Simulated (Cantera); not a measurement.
Feed: 1 mol Si₂H₆, 0.34 mol NO, held at 1748.15 K and 7.50 Torr.

Method: chemical equilibrium by Gibbs-energy minimisation in Cantera with the NASA 1993 tables (ideal gas, pure condensed phases). The feed counts by its element totals alone. Gases not in the tables: Si₂H₆ and higher silanes. The numbers say what is thermodynamically allowed, not how fast it happens.

```
species                before   after
-------------------  --------  ------
H₂                      0.853    1.00
SiO                    0.0967   <1e-9
N₂                     0.0484   <1e-9
H                     0.00211   <1e-9
Si                   0.000146   <1e-9
SiH                   1.79e-5   <1e-9
SiH₂                  1.75e-5   <1e-9
Si(l), mol               1.66       0
Si(s), mol                  0    1.57
SiO₂(α-quartz), mol         0  0.0850
Si₂N₂O(s), mol              0   0.170
```
Gas species are given as mole fractions.

Q: Which change was made?
A. temperature from 1748.15 K to 1350 K
B. temperature from 1748.15 K to 725 K
C. temperature from 1748.15 K to 2000 K
D. NO from 0.34 to 1.8 mol

A: B, temperature from 1748.15 K to 725 K
